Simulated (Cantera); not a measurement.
Input: 1 mol FeCl3, 45 mol H2, equilibrated at 0.390 bar.

Equilibrium computed with Cantera from the NASA thermochemical tables; the gas is ideal and each condensed phase is pure. Candidate condensed phases: Fe, FeCl2, FeCl3; 11 gas species. The numbers say what is thermodynamically allowed, not how fast it happens.

x: gas mole fraction; n: condensed amount in mol.

```json
[
 {"T (K)": "798", "x H2": "0.936", "x HCl": "0.0640", "x FeCl2": "0.000211", "x Fe2Cl4": "1.58e-5", "x H": "[?]", "x Cl": "<1e-12", "x FeCl3": "2.21e-8", "n Fe(α)": "0.989", "n Fe(γ)": "0"},
 {"T (K)": "848", "x H2": "0.936", "x HCl": "0.0639", "x FeCl2": "0.000309", "x Fe2Cl4": "9.36e-6", "x H": "[?]", "x Cl": "2.02e-12", "x FeCl3": "2.77e-8", "n Fe(α)": "0.985", "n Fe(γ)": "0"},
 {"T (K)": "898", "x H2": "0.936", "x HCl": "0.0636", "x FeCl2": "0.000430", "x Fe2Cl4": "5.82e-6", "x H": "[?]", "x Cl": "1.13e-11", "x FeCl3": "3.37e-8", "n Fe(α)": "0.979", "n Fe(γ)": "0"},
 {"T (K)": "948", "x H2": "0.936", "x HCl": "0.0634", "x FeCl2": "0.000574", "x Fe2Cl4": "3.76e-6", "x H": "[?]", "x Cl": "5.24e-11", "x FeCl3": "3.99e-8", "n Fe(α)": "0.973", "n Fe(γ)": "0"},
 {"T (K)": "998", "x H2": "0.936", "x HCl": "0.0630", "x FeCl2": "0.000738", "x Fe2Cl4": "2.51e-6", "x H": "[?]", "x Cl": "2.09e-10", "x FeCl3": "4.60e-8", "n Fe(α)": "0.965", "n Fe(γ)": "0"},
 {"T (K)": "1048", "x H2": "0.936", "x HCl": "0.0627", "x FeCl2": "0.000918", "x Fe2Cl4": "1.71e-6", "x H": "[?]", "x Cl": "7.32e-10", "x FeCl3": "5.19e-8", "n Fe(α)": "0.957", "n Fe(γ)": "0"},
 {"T (K)": "1098", "x H2": "0.937", "x HCl": "0.0623", "x FeCl2": "0.00111", "x Fe2Cl4": "1.18e-6", "x H": "[?]", "x Cl": "2.29e-9", "x FeCl3": "5.72e-8", "n Fe(α)": "0.948", "n Fe(γ)": "0"},
 {"T (K)": "1148", "x H2": "0.937", "x HCl": "0.0619", "x FeCl2": "0.00130", "x Fe2Cl4": "8.28e-7", "x H": "[?]", "x Cl": "6.47e-9", "x FeCl3": "6.21e-8", "n Fe(α)": "0.939", "n Fe(γ)": "0"},
 {"T (K)": "1198", "x H2": "0.937", "x HCl": "0.0615", "x FeCl2": "0.00151", "x Fe2Cl4": "5.96e-7", "x H": "[?]", "x Cl": "1.68e-8", "x FeCl3": "6.67e-8", "n Fe(α)": "0", "n Fe(γ)": "0.930"},
 {"T (K)": "1248", "x H2": "0.937", "x HCl": "0.0611", "x FeCl2": "0.00171", "x Fe2Cl4": "4.37e-7", "x H": "[?]", "x Cl": "4.04e-8", "x FeCl3": "7.08e-8", "n Fe(α)": "0", "n Fe(γ)": "0.920"},
 {"T (K)": "1298", "x H2": "0.937", "x HCl": "0.0607", "x FeCl2": "0.00192", "x Fe2Cl4": "3.26e-7", "x H": "[?]", "x Cl": "9.07e-8", "x FeCl3": "7.46e-8", "n Fe(α)": "0", "n Fe(γ)": "0.911"},
 {"T (K)": "1348", "x H2": "0.938", "x HCl": "0.0602", "x FeCl2": "0.00214", "x Fe2Cl4": "2.48e-7", "x H": "[?]", "x Cl": "1.92e-7", "x FeCl3": "7.80e-8", "n Fe(α)": "0", "n Fe(γ)": "0.901"},
 {"T (K)": "1398", "x H2": "0.938", "x HCl": "0.0598", "x FeCl2": "0.00235", "x Fe2Cl4": "1.92e-7", "x H": "[?]", "x Cl": "3.86e-7", "x FeCl3": "8.12e-8", "n Fe(α)": "0", "n Fe(γ)": "0.891"}
]
```

Task: Some entries are withheld; supply them.

Result: 
- 798, x H: 4.13e-12
- 848, x H: 2.95e-11
- 898, x H: 1.70e-10
- 948, x H: 8.12e-10
- 998, x H: 3.33e-9
- 1048, x H: 1.20e-8
- 1098, x H: 3.83e-8
- 1148, x H: 1.11e-7
- 1198, x H: 2.95e-7
- 1248, x H: 7.24e-7
- 1298, x H: 1.66e-6
- 1348, x H: 3.59e-6
- 1398, x H: 7.34e-6
